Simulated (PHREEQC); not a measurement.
Solution (25 °C): 0.024 mol LiOH, 0.014 mol CO2 and 0.3 mol (CH3)4NCl per kg of water. Closed to the air; pH follows from the charge balance.

All values are PHREEQC results (ion-association model, wateq4f.dat), not measurements.

Question: The ionic strength comes out as 0.334 mol/kgw. What activity coefficients do Cl-, OH-, CO3-2, Li+, HCO3- get?

Answer: Cl- 0.67, OH- 0.67, CO3-2 0.26, Li+ 0.73, HCO3- 0.71.

No solid was allowed to form. (CH3)4N+ isn't in the database: it is added as a free cation with an ion size of 4 Å.
